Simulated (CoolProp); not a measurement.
Model: reference Helmholtz-energy equation of state, Lemmon 2013, in CoolProp.

Problem. Give the vapour pressure (MPa), vapour density (kg/m³), liquid cp (kJ/(kg K)), liquid viscosity (µPa s) of saturated propylene at -45.05, -8.55 °C.

Solution. 
```
T (°C)  p (MPa)  vapour density (kg/m³)  liquid cp (kJ/(kg K))  liquid viscosity (µPa s)
------  -------  ----------------------  ---------------------  ------------------------
-45.05    0.114                    2.63                   2.20                       190
-8.55     0.449                    9.55                   2.38                       131
```

Viscosity comes from a separate model (Huber 2003), an estimate that may be off by 10 % or more.
